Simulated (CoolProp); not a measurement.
Vapour-liquid equilibrium of R22 (1) + R115 (2) at 0.204 MPa; x and y are mole fractions of (1).

Model: multi-fluid Helmholtz-energy mixture model, Kamei 1995 and Lemmon 2016; pair parameters Bell 2016, in CoolProp.

Task: Give the bubble temperature and the first vapour's composition at x = 0.2, 0.5, 0.65. Is there an azeotrope?

Result: x = 0.2: -27.6 °C, y = 0.305; x = 0.5: -28.8 °C, y = 0.492; x = 0.65: -28.4 °C, y = 0.594. y crosses x between x = 0.35 and 0.5: the model has an azeotrope there.

The pair parameters rest on a limited set of measurements; away from them the model extrapolates.
